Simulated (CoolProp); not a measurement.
A single-stage vapour-compression cycle with R407C: evaporating at 247.15 K (dew point), condensing at 275.15 K (bubble point), superheat 8 K, subcooling 0 K, compressor efficiency 0.7, no pressure losses. Each further row changes one setting.

Model: reference Helmholtz-energy equation of state, Lemmon 2003, in CoolProp. It is a pseudo-pure fit of the blend.

| case | cooling COP | pressure ratio | discharge temperature (K) | refrigerating effect (kJ/kg) | volumetric capacity (kJ/m³) |
|---|---|---|---|---|---|
| as stated | 4.32 | 3.65 | 318.1 | 199 | 1420 |
| evaporating temperature 252.15 K | 5.27 | … | … | 202 | 1760 |
| condensing temperature 270.15 K | 5.15 | … | … | 207 | 1470 |
| subcooling 5 K | … | 3.65 | 318.1 | 207 | 1470 |
| superheat 18 K | 4.29 | 3.65 | 329.1 | 208 | … |
| compressor efficiency 0.6 | … | 3.65 | … | 199 | 1420 |

Task: Complete the blanks.

Result: 
- evaporating temperature 252.15 K, pressure ratio: 2.94
- evaporating temperature 252.15 K, discharge temperature (K): 312.9
- condensing temperature 270.15 K, pressure ratio: 3.10
- condensing temperature 270.15 K, discharge temperature (K): 309.9
- subcooling 5 K, cooling COP: 4.47
- superheat 18 K, volumetric capacity (kJ/m³): 1410
- compressor efficiency 0.6, cooling COP: 3.70
- compressor efficiency 0.6, discharge temperature (K): 326.2
